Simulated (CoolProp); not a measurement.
The fluid at 295 K and 1.54 MPa expands adiabatically to 0.37 MPa with isentropic efficiency 0.85. The same conditions are run with several fluids, on thermodynamics alone (safety and materials aside).

The numbers come from the reference Helmholtz-energy equation of state of each fluid (fluorine: de Reuck 1990; CH3F (R41): Lemmon 2006; nitrogen: Span 2000; R13: Platzer 1990; hydrogen chloride: Thol 2018) in CoolProp. The equations of Platzer and Polt are older, rougher fits.

Task: Rank fluorine, CH3F (R41), nitrogen, R13, hydrogen chloride by work (kJ/kg), highest first.

Result: nitrogen (86.5), CH3F (R41) (65.1), fluorine (64.3), hydrogen chloride (61.2), R13 (22.6)

```json
[
 {"fluid": "fluorine", "final temperature (K)": "213.3", "final phase": "gas", "final density (kg/m³)": "7.98"},
 {"fluid": "CH3F (R41)", "final temperature (K)": "221.9", "final phase": "two-phase, vapour fraction 0.992", "final density (kg/m³)": "7.60"},
 {"fluid": "nitrogen", "final temperature (K)": "210.1", "final phase": "gas", "final density (kg/m³)": "5.97"},
 {"fluid": "R13", "final temperature (K)": "243.3", "final phase": "gas", "final density (kg/m³)": "20.5"},
 {"fluid": "hydrogen chloride", "final temperature (K)": "214.5", "final phase": "two-phase, vapour fraction 0.984", "final density (kg/m³)": "8.27"}
]
```
